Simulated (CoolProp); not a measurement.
Properties of sulfur dioxide at several states.

Model: reference Helmholtz-energy equation of state, Gao 2016, in CoolProp.

| T (K) | p (kPa) | phase | Z | cp (kJ/(kg K)) |
|---|---|---|---|---|
| 487.1 | 1070 | gas | 0.9691 | 0.7542 |
| 496.6 | 9410 | supercritical | 0.7150 | 1.290 |
| 418.5 | 674 | gas | 0.9664 | 0.7272 |
| 400.2 | 145 | gas | 0.9917 | 0.6884 |
| 398.9 | 21.6 | gas | 0.9988 | 0.6795 |
